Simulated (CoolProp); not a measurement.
A simple Rankine cycle with fluoroethane (R161): condensing at 325.15 K, boiler at 4.07 MPa, turbine inlet 379.3 K, turbine efficiency 0.7, pump efficiency 0.7, no recuperator. Each further row changes one setting.

Model: reference Helmholtz-energy equation of state, Wu 2012, in CoolProp.

```
case                             thermal efficiency (%)  net work (kJ/kg)  heat in (kJ/kg)  turbine exit temperature (K)  volume ratio over the turbine
-------------------------------  ----------------------  ----------------  ---------------  ----------------------------  -----------------------------
as stated                                           5.9               ___              322                           ___                           2.38
turbine inlet 399.3 K                               6.3              23.4              ___                         358.6                           2.31
condensing temperature 317.15 K                     7.0              24.1              342                         324.9                           2.89
boiler pressure 2.85 MPa                            ___              13.7              360                         357.5                           1.59
turbine efficiency 0.6                              4.8               ___              322                         335.7                            ___
```

Problem. Fill in the missing entries.

Solution. 
- as stated, net work (kJ/kg): 19.0
- as stated, turbine exit temperature (K): 333.9
- turbine inlet 399.3 K, heat in (kJ/kg): 372
- boiler pressure 2.85 MPa, thermal efficiency (%): 3.8
- turbine efficiency 0.6, net work (kJ/kg): 15.6
- turbine efficiency 0.6, volume ratio over the turbine: 2.41
